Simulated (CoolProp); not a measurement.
Vapour-liquid equilibrium of p-xylene (1) + n-nonane (2) at 53.6 kPa; x and y are mole fractions of (1).

The numbers come from the multi-fluid Helmholtz-energy mixture model, Zhou 2012 and Lemmon 2006; pair parameters Bell 2016 in CoolProp.

```
x     bubble temperature, mixture model (K)  bubble temperature, Raoult's law (K)  y, mixture model  y, Raoult's law
----  -------------------------------------  ------------------------------------  ----------------  ---------------
0.05                                  400.5                                 400.7             0.073            0.070
0.2                                   398.2                                 398.6             0.268            0.265
0.35                                  396.2                                 396.7             0.436            0.438
0.5                                   394.4                                 394.8             0.586            0.592
0.65                                  392.8                                 393.0             0.723            0.730
0.8                                   391.2                                 391.3             0.849            0.854
0.95                                  389.7                                 389.7             0.964            0.965
```

The largest gap from Raoult's law is -0.5 K in bubble temperature, at x = 0.35. No azeotrope shows between x = 0.05 and 0.95.

Pair parameters are fitted to limited data, so mixtures are less certain than the pure fluids.
